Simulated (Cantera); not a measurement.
Pyrogenic steam for wet oxidation

An isothermal, constant-pressure homogeneous reactor starts with H₂ : O₂ : N₂ = 1.5 : 1 : 1.4 (molar parts), equivalence ratio 0.75, at 1250 K and 25000 Pa.

Computed with Cantera and the H2/O2 subset of GRI-Mech 3.0, which has no nitrogen chemistry. The temperature is held fixed by assumption; the heat of reaction is taken as removed at once.

```tsv
t (s)	x H₂	x O₂	x H₂O₂	x OH	x H	x H₂O
0.000100	0.0758	0.123	4.19e-6	0.0114	0.142	0.246
0.000359	0.0110	0.0830	6.64e-6	0.00407	0.00712	0.453
0.00129	0.000736	0.0794	2.02e-6	0.000857	8.78e-5	0.475
0.00464	5.17e-5	0.0793	3.94e-7	0.000248	1.90e-6	0.476
0.0167	5.65e-6	0.0793	8.35e-8	9.49e-5	9.24e-8	0.476
0.0599	1.04e-6	0.0794	2.08e-8	4.36e-5	8.59e-9	0.476
0.215	2.74e-7	0.0794	6.09e-9	2.26e-5	1.22e-9	0.476
0.774	1.28e-7	0.0794	2.75e-9	1.48e-5	3.85e-10	0.476
2.78	1.17e-7	0.0794	2.47e-9	1.40e-5	3.33e-10	0.476
10.0	1.17e-7	0.0794	2.47e-9	1.40e-5	3.33e-10	0.476
```
x: mole fraction; the columns are a selection and need not sum to one.

Equilibrium at this temperature and pressure: H₂ 1.17e-7, O₂ 0.0794, H₂O₂ 2.47e-9, OH 1.40e-5, H 3.33e-10, H₂O 0.476 (gas phase only).
